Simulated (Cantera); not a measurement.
An adiabatic, constant-volume homogeneous reactor starts with 5.54 % CH₄, 0.394 % CO, 19.8 % O₂, 74.3 % N₂, equivalence ratio 0.57, at 1623 K and 1.00 bar.

Model: GRI-Mech 3.0 (53 species, 325 reactions), integrated in Cantera.

Predict: time of steepest temperature rise; temperature at 1.00 s; equilibrium temperature; x(CO) at 1.00 s; x(O₂) at 1.00 s; x(H₂O₂) at 1.00 s; x(H₂) at 1.00 s.


```json
{
 "time_of_steepest_temperature_rise": "0.334 ms",
 "temperature at 1.00 s": "2708 K",
 "equilibrium_temperature": "2708 K",
 "x(CO) at 1.00 s": "0.0130 (gas-phase equilibrium 0.0130)",
 "x(O₂) at 1.00 s": "0.0752 (gas-phase equilibrium 0.0752)",
 "x(H₂O₂) at 1.00 s": "3.61e-7 (gas-phase equilibrium 3.61e-7)",
 "x(H₂) at 1.00 s": "0.00402 (gas-phase equilibrium 0.00402)"
}
```
